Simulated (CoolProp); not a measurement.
Vapour pressure (MPa) of carbon dioxide: the reference equation beside estimates from Tc = 304.1 K, pc = 7.377 MPa, ω = 0.224.

Values from CoolProp's reference Helmholtz-energy equation of state, Span 1996.

| T (K) | reference | Lee-Kesler | van der Waals | Redlich-Kwong | Soave-Redlich-Kwong | Peng-Robinson |
|---|---|---|---|---|---|---|
| 240.8 | 1.318 | 1.317 | 2.696 | 1.685 | 1.323 | 1.307 |
| 247.8 | 1.664 | 1.661 | 3.077 | 2.064 | 1.671 | 1.650 |
| 254.7 | 2.065 | 2.059 | 3.483 | 2.491 | 2.077 | 2.051 |
| 261.7 | 2.541 | 2.532 | 3.929 | 2.981 | 2.559 | 2.527 |
| 268.6 | 3.084 | 3.071 | 4.401 | 3.525 | 3.109 | 3.073 |
| 275.6 | 3.717 | 3.701 | 4.915 | 4.140 | 3.750 | 3.711 |
| 282.5 | 4.430 | 4.414 | 5.455 | 4.813 | 4.471 | 4.432 |
| 289.5 | 5.255 | 5.242 | 6.039 | 5.565 | 5.299 | 5.265 |

Absolute difference from the reference over all 8 rows, mean and median: Lee-Kesler 0.3 and 0.3 %, van der Waals 53.2 and 48.7 %, Redlich-Kwong 16.3 and 15.8 %, Soave-Redlich-Kwong 0.7 and 0.8 %, Peng-Robinson 0.5 and 0.5 %.
